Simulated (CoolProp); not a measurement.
Aqueous sodium chloride as a coolant, 11 % by mass, freezing at -7.3 °C, 1 atm.

Values from CoolProp's Melinder's fits for secondary coolants.

| T (°C) | cp (kJ/(kg K)) | density (kg/m³) | conductivity (W/(m K)) | Prandtl number |
|---|---|---|---|---|
| -5.9 | 3.638 | … | 0.545 | 17.1 |
| -0.4 | 3.650 | 1085 | 0.554 | 14.1 |
| 5.1 | 3.661 | 1083 | 0.563 | 11.8 |
| 10.6 | 3.671 | 1081 | 0.572 | 9.93 |
| 16.1 | 3.680 | 1079 | 0.581 | 8.49 |
| 21.5 | … | 1077 | 0.590 | 7.35 |
| 27 | 3.695 | 1075 | 0.599 | 6.43 |
| 32.5 | 3.702 | 1073 | 0.608 | 5.70 |
| 38 | … | 1071 | 0.616 | 5.11 |

**Question.** Some entries are withheld; supply them.

**Answer.** 
- -5.9, density (kg/m³): 1086
- 21.5, cp (kJ/(kg K)): 3.688
- 38, cp (kJ/(kg K)): 3.707
